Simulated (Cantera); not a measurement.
What does this Cantera script print?

```python
import numpy as np
import cantera as ct

gas = ct.Solution("h2o2.yaml")
gas.TPX = 600, 500000, {'H2': 1, 'O2': 0.333, 'N2': 1.25, 'H2O': 0.0069}
flame = ct.FreeFlame(gas, width=0.013)
flame.set_refine_criteria(ratio=3, slope=0.08, curve=0.16)
flame.transport_model = "mixture-averaged"
flame.solve(loglevel=0, auto=True)
z, T = flame.grid, flame.T
thick = (T[-1] - T[0]) / np.gradient(T, z).max()
show = ['H2', 'O2', 'H2O', 'HO2', 'H', 'H2O2']
print(f"laminar burning velocity  {flame.velocity[0] * 100:.3f} cm/s")
print(f"burnt temperature         {T[-1]:.1f} K")
print(f"thermal thickness         {thick * 1e3:.4f} mm")
print(f"grid points               {len(z)}")
z0 = z[flame.heat_release_rate.argmax()]
print(f"{'z/mm':>9s}{'T/K':>9s}{'u/(m/s)':>9s}" + "".join(f"{s:>11s}" for s in show))
rows = []
for k in (-3, -2, -1.5, -1, -0.5, -0.25, 0, 0.25, 0.5, 1, 2, 4, 8):
    zz = z0 + k * thick
    rows.append([k * thick, np.interp(zz, z, T), np.interp(zz, z, flame.velocity),
                 *(np.interp(zz, z, flame.X[gas.species_index(s)]) for s in show)])
    print(f"{rows[-1][0] * 1e3:9.3f}{rows[-1][1]:9.1f}{rows[-1][2]:9.3f}" + "".join(f"{x:11.3e}" for x in rows[-1][3:]))
```

Result:

```
laminar burning velocity  922.414 cm/s
burnt temperature         2482.5 K
thermal thickness         0.0559 mm
grid points               114
     z/mm      T/K  u/(m/s)         H2         O2        H2O        HO2          H       H2O2
   -0.168    600.0    9.224  3.861e-01  1.286e-01  2.664e-03  4.479e-12  1.780e-15  2.746e-14
   -0.112    600.0    9.224  3.861e-01  1.286e-01  2.664e-03  2.516e-10  1.612e-13  1.629e-12
   -0.084    600.0    9.224  3.861e-01  1.286e-01  2.664e-03  8.810e-09  9.152e-12  5.978e-11
   -0.056    600.2    9.224  3.859e-01  1.286e-01  2.667e-03  9.135e-07  5.696e-09  6.731e-09
   -0.028    632.8    9.621  3.778e-01  1.294e-01  3.847e-03  4.775e-04  9.153e-05  9.176e-06
   -0.014    903.1   13.304  3.395e-01  1.227e-01  2.751e-02  7.189e-04  4.545e-03  5.531e-05
    0.000   1359.8   19.402  2.553e-01  8.870e-02  1.049e-01  3.232e-04  2.674e-02  1.789e-05
    0.014   1693.4   23.847  1.741e-01  3.938e-02  1.979e-01  1.302e-04  5.083e-02  3.880e-06
    0.028   1864.1   26.072  1.395e-01  1.493e-02  2.436e-01  4.690e-05  5.766e-02  2.252e-06
    0.056   2021.8   28.032  1.291e-01  4.231e-03  2.659e-01  1.290e-05  5.121e-02  1.233e-06
    0.112   2164.5   29.724  1.324e-01  1.973e-03  2.751e-01  5.930e-06  3.788e-02  6.846e-07
    0.224   2282.6   31.074  1.363e-01  1.022e-03  2.824e-01  3.011e-06  2.581e-02  4.037e-07
    0.447   2371.6   32.064  1.393e-01  4.503e-04  2.886e-01  1.289e-06  1.644e-02  2.294e-07
```

Detailed kinetics in Cantera: the H2/O2 subset of GRI-Mech 3.0, which has no nitrogen chemistry. The hydrogen kinetics of GRI-Mech 3.0 are dated; newer H2 mechanisms differ, most at raised pressure. Burning velocities carry a grid error of a few per cent, more on coarse grids.
